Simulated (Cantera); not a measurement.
Thermodynamics of calcination and drying, feed Ca(OH)₂ + CO₂ + H₂O

Charge: 1 mol Ca(OH)₂, 1.5 mol CO₂, 0.49 mol H₂O, equilibrated at 3.90 Torr.

These are equilibrium values from Cantera (NASA tables, ideal gas, pure condensed phases), not measurements of a reactor. Candidate condensed phases: C, C₆H₆, C₇H₈, C₈H₁₈, Ca, CaCO₃, CaO, Ca(OH)₂, H₂O; 115 gas species. Rates play no part.

```
T (K)  x CO₂  x H₂O      x CO      x O₂      x H₂      x OH       x H  n CaO(s)
-----  -----  -----  --------  --------  --------  --------  --------  --------
1373   0.501  0.498  0.000293  0.000209  0.000142   3.45e-5   5.49e-7      1.00
1423   0.501  0.498  0.000528  0.000363  0.000231   6.54e-5   1.40e-6      1.00
1473   0.500  0.498  0.000911  0.000609  0.000366  0.000119   3.36e-6     1.000
1523   0.500  0.497   0.00152  0.000988  0.000562  0.000207   7.60e-6     1.000
1573   0.498  0.496   0.00244   0.00155  0.000839  0.000349   1.63e-5     1.000
1623   0.497  0.495   0.00380   0.00237   0.00122  0.000569   3.35e-5     1.000
1673   0.494  0.494   0.00576   0.00353   0.00174  0.000900   6.59e-5     1.000
1723   0.490  0.492   0.00849   0.00512   0.00243   0.00138  0.000125     1.000
1773   0.485  0.490    0.0122   0.00726   0.00332   0.00208  0.000227     1.000
1823   0.478  0.486    0.0172    0.0101   0.00447   0.00304  0.000402     1.000
1873   0.470  0.482    0.0237    0.0137   0.00591   0.00435  0.000688     1.000
1923   0.458  0.476    0.0319    0.0182   0.00770   0.00610   0.00115     1.000
```
x: gas mole fraction; n: condensed amount in mol.

From 1373 K to 1923 K the condensed part is CaO(s). The main Ca-bearing gas is Ca(OH)₂ throughout.
